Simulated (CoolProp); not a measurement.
R113 at 495 K and 0.33 MPa is throttled through a valve to 0.0604 MPa with no heat exchange. Each further row changes one setting.

The numbers come from the reference Helmholtz-energy equation of state, Marx 1992 in CoolProp.

```json
[
 {"case": "as stated", "temperature change (K)": "-2.4", "final density (kg/m³)": "2.78"},
 {"case": "outlet pressure 0.0181 MPa", "temperature change (K)": "-2.7", "final density (kg/m³)": "0.830"},
 {"case": "outlet pressure 0.0785 MPa", "temperature change (K)": "-2.2", "final density (kg/m³)": "3.62"}
]
```
